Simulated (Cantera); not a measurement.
Input (Python, Cantera) and output of one run.

```python
import numpy as np
import cantera as ct

gas_names = [...]  # 113 gases of nasa_gas.yaml made of C, Cu, H, O
cond_names = """
    C(gr) C6H6(L) C7H8(L) C8H18(L),n-octa Cu(cr) Cu(L) CuO(s) CuO2H2(s) Cu2O(s) Cu2O(L) H2O(s) H2O(L)
""".split()


# ... load() reads the species with a 1 bar reference pressure and builds the phases ...
atoms = {
    'Cu2O': {'Cu': 2, 'O': 1},
    'C': {'C': 1},
    'H2': {'H': 2},
    'CO': {'C': 1, 'O': 1},
}
top_T = {'C(gr)': 4500, 'CuO(s)': 1390}  # K; cautious upper limits of use, not melting points


# ... equilibrate(T, P, feed) seeds the gas with the atoms and calls Mixture.equilibrate('TP', solver="vcs", rtol=1e-11, max_steps=5000) ...
results = []
feed = {'Cu2O': 1, 'C': 1, 'H2': 2.3, 'CO': 8.5}  # mol
T = 1973  # K
for P in [10, 36, 130, 460, 1700, 6000, 22000, 77000, 280000, 1000000]:
    mix = equilibrate(T, P, feed)
    results.append((T, P, feed, dict(zip(mix.species_names, mix.species_moles))))

top = {s: max(r[3][s] / sum(r[3][g] for g in gas_names) for r in results) for s in gas_names}
cols = sorted((s for s in top if top[s] > 0.001), key=lambda s: -top[s])[:9]
seen = [c for c in cond_names if any(r[3].get(c, 0) > 1e-12 for r in results)]
print("log10 of partial pressures in bar; condensed amounts in mol")
print(f"{'P/Pa':>10s}" + "".join(f"{s[:9]:>10s}" for s in cols + seen))
for T, P, feed, n in results:
    ng = sum(n[g] for g in gas_names)
    print(f"{P:10.4g}" + "".join(f"{np.log10(max(n[s] / ng * P / 1e5, 1e-99)):10.3f}" for s in cols)
          + "".join(f"{n.get(c, 0):10.4g}" for c in seen))
```

Output:

```
log10 of partial pressures in bar; condensed amounts in mol
      P/Pa        CO        H2        Cu         H     Cu(L)
        10    -4.173    -4.862    -4.850    -5.301         0
        36    -3.612    -4.266    -4.289    -5.003         0
       130    -3.051    -3.687    -3.728    -4.714         0
       460    -2.501    -3.128    -3.178    -4.434         0
      1700    -1.932    -2.554    -2.612    -4.147         0
      6000    -1.342    -1.960    -2.476    -3.850     1.299
   2.2e+04    -0.759    -1.376    -2.476    -3.558     1.817
   7.7e+04    -0.210    -0.827    -2.476    -3.283     1.948
   2.8e+05     0.352    -0.264    -2.476    -3.002     1.986
     1e+06     0.906     0.288    -2.476    -2.726     1.996
```

Cantera equilibrium calculation (NASA polynomials, part measured and part estimated; ideal gas, pure solids and liquids).
